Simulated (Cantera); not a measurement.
Cantera run, input and output.

```python
import numpy as np
import cantera as ct

gas = ct.Solution("gri30.yaml", transport_model="multicomponent")
show = ['O', 'H', 'NH3']

rows = []
print(f"{'T/K':>7s}{'rho':>11s}{'cp':>10s}{'mu':>11s}{'lambda':>11s}{'Pr':>7s}" + "".join(f"{'D_' + s:>11s}" for s in show))
for T in [400, 650, 900, 1150, 1400, 1650, 1900, 2150]:
    gas.TPX = T, 230000, {'NO': 0.14}
    Pr = gas.cp_mass * gas.viscosity / gas.thermal_conductivity
    D = [gas.mix_diff_coeffs_mole[gas.species_index(s)] for s in show]
    rows.append([gas.density, gas.cp_mass, gas.viscosity, gas.thermal_conductivity, Pr, *D])
    print(f"{T:7g}{gas.density:11.4e}{gas.cp_mass:10.1f}{gas.viscosity:11.4e}"
          f"{gas.thermal_conductivity:11.4e}{Pr:7.3f}" + "".join(f"{d:11.4e}" for d in D))
print("SI units: kg/m3, J/kg/K, Pa s, W/m/K, m2/s")
```

Result:

```
    T/K        rho        cp         mu     lambda     Pr        D_O        D_H      D_NH3
    400 2.0751e+00     998.6 2.3120e-05 3.2481e-02  0.711 2.3223e-05 8.9478e-05 1.6626e-05
    650 1.2770e+00    1054.2 3.2312e-05 4.8111e-02  0.708 5.2893e-05 2.0646e-04 4.0274e-05
    900 9.2227e-01    1113.9 4.0086e-05 6.3114e-02  0.707 9.1159e-05 3.5757e-04 7.1268e-05
   1150 7.2178e-01    1153.1 4.7043e-05 7.6724e-02  0.707 1.3706e-04 5.3886e-04 1.0860e-04
   1400 5.9289e-01    1181.0 5.3449e-05 8.9329e-02  0.707 1.8998e-04 7.4779e-04 1.5166e-04
   1650 5.0306e-01    1202.5 5.9446e-05 1.0120e-01  0.706 2.4945e-04 9.8252e-04 2.0002e-04
   1900 4.3687e-01    1218.7 6.5123e-05 1.1241e-01  0.706 3.1512e-04 1.2416e-03 2.5338e-04
   2150 3.8607e-01    1230.8 7.0538e-05 1.2302e-01  0.706 3.8669e-04 1.5240e-03 3.1150e-04
SI units: kg/m3, J/kg/K, Pa s, W/m/K, m2/s
```

Detailed kinetics in Cantera: GRI-Mech 3.0 (53 species, 325 reactions). The composition is frozen, though it would react at the higher temperatures.
